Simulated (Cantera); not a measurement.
An adiabatic, constant-volume homogeneous reactor starts with 6.38 % CH₄, 19.6 % O₂, 74.0 % N₂, at 1425 K and 2030 Torr.

Computed with Cantera and GRI-Mech 3.0 (53 species, 325 reactions).

x: mole fraction; the columns are a selection and need not sum to one.

```json
[
 {"t (s)": "3.00e-6", "T (K)": "1425", "P (bar)": "2.70", "x CH₄": "0.0638", "x O₂": "0.196", "x C₂H₄": "<1e-12", "x H₂O₂": "1.43e-9", "x NO": "<1e-12", "x CH₃": "2.32e-7"},
 {"t (s)": "1.11e-5", "T (K)": "1425", "P (bar)": "2.70", "x CH₄": "0.0638", "x O₂": "0.196", "x C₂H₄": "2.06e-11", "x H₂O₂": "1.28e-8", "x NO": "<1e-12", "x CH₃": "9.54e-7"},
 {"t (s)": "4.13e-5", "T (K)": "1425", "P (bar)": "2.70", "x CH₄": "0.0638", "x O₂": "0.196", "x C₂H₄": "(withheld)", "x H₂O₂": "6.40e-8", "x NO": "<1e-12", "x CH₃": "4.88e-6"},
 {"t (s)": "0.000153", "T (K)": "1425", "P (bar)": "2.70", "x CH₄": "0.0637", "x O₂": "0.196", "x C₂H₄": "(withheld)", "x H₂O₂": "1.55e-7", "x NO": "<1e-12", "x CH₃": "3.68e-5"},
 {"t (s)": "0.000569", "T (K)": "1434", "P (bar)": "2.72", "x CH₄": "0.0621", "x O₂": "0.195", "x C₂H₄": "(withheld)", "x H₂O₂": "1.03e-6", "x NO": "1.03e-12", "x CH₃": "0.000136"},
 {"t (s)": "0.00211", "T (K)": "2754", "P (bar)": "5.30", "x CH₄": "<1e-12", "x O₂": "0.0618", "x C₂H₄": "<1e-12", "x H₂O₂": "7.51e-7", "x NO": "0.0152", "x CH₃": "<1e-12"},
 {"t (s)": "0.00783", "T (K)": "2750", "P (bar)": "5.29", "x CH₄": "<1e-12", "x O₂": "0.0607", "x C₂H₄": "<1e-12", "x H₂O₂": "7.39e-7", "x NO": "0.0177", "x CH₃": "<1e-12"},
 {"t (s)": "0.0291", "T (K)": "2750", "P (bar)": "5.29", "x CH₄": "<1e-12", "x O₂": "0.0607", "x C₂H₄": "<1e-12", "x H₂O₂": "7.39e-7", "x NO": "0.0177", "x CH₃": "<1e-12"},
 {"t (s)": "0.108", "T (K)": "2750", "P (bar)": "5.29", "x CH₄": "<1e-12", "x O₂": "0.0607", "x C₂H₄": "<1e-12", "x H₂O₂": "7.39e-7", "x NO": "0.0177", "x CH₃": "<1e-12"},
 {"t (s)": "0.400", "T (K)": "2750", "P (bar)": "5.29", "x CH₄": "<1e-12", "x O₂": "0.0607", "x C₂H₄": "<1e-12", "x H₂O₂": "7.39e-7", "x NO": "0.0177", "x CH₃": "<1e-12"}
]
```

**Question.** Complete the blanks.

**Answer.** 
- 4.13e-5, x C₂H₄: 1.95e-9
- 0.000153, x C₂H₄: 3.89e-7
- 0.000569, x C₂H₄: 4.62e-5
